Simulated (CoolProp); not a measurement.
R365MFC at 298.15 K and 0.0302 MPa is compressed adiabatically to 0.0774 MPa with isentropic efficiency 0.7. Each further row changes one setting.

Computed with CoolProp (reference Helmholtz-energy equation of state, Lemmon 2016).

| case | work (kJ/kg) | final temperature (K) | final density (kg/m³) |
|---|---|---|---|
| as stated | ___ | 321.7 | 4.42 |
| efficiency 1 | 15.8 | 315.2 | 4.53 |
| efficiency 0.65 | ___ | ___ | ___ |

### Question
Fill in the missing entries.

### Answer

- as stated, work (kJ/kg): 22.6
- efficiency 0.65, work (kJ/kg): 24.3
- efficiency 0.65, final temperature (K): 323.4
- efficiency 0.65, final density (kg/m³): 4.40
